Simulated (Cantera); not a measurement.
## Carbon deposition, reforming and gasification: C2H4 + CO2 + N2

Input: 1 mol C2H4, 2.9 mol CO2, 0.45 mol N2, held at 2675 °C and 35300 Torr.

These are equilibrium values from Cantera (NASA tables, ideal gas, pure condensed phases), not measurements of a reactor. Candidate condensed phases: C, C6H6, C7H8, C8H18, H2O; 136 gas species. The ideal-gas law is rough above about 30 bar. Kinetics and transport are ignored.

```json
{
  "x(CO)": "0.625",
  "x(H2)": "0.184",
  "x(H2O)": "0.0822",
  "x(N2)": "0.0609",
  "x(CO2)": "0.0383",
  "x(H)": "0.00839",
  "x(OH)": "0.00120",
  "x(NO)": "6.65e-5",
  "x(O)": "3.37e-5",
  "gas_amount": "7.386 mol",
  "log10 activity of C(graphite) (absent)": "-3.20"
}
```
